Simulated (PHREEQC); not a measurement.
Consider water at 90 °C with 150 mmol/kgw Pb(NO3)2, 0.16 mmol/kgw CuCl2, 0.13 mmol/kgw H2SO4 and 0.1 mmol/kgw NaCl. Closed to the air; pH follows from the charge balance.

Model: ion-association model, wateq4f.dat, run in PHREEQC.

Precipitation was switched off in this run.

Problem. Order these Pb species by the share of Pb that they hold, largest first: PbNO3+, Pb+2, PbCl+.

Solution. Pb+2 (57 %), PbNO3+ (42 %), PbCl+ (0.21 %)

The pH is 3.67 and the ionic strength 0.323 mol/kgw. Examples of supersaturated solids here: Anglesite. Others may be too. Away from 25 °C the constants follow the database's enthalpies or fits; those with neither stay at their 25 °C values.
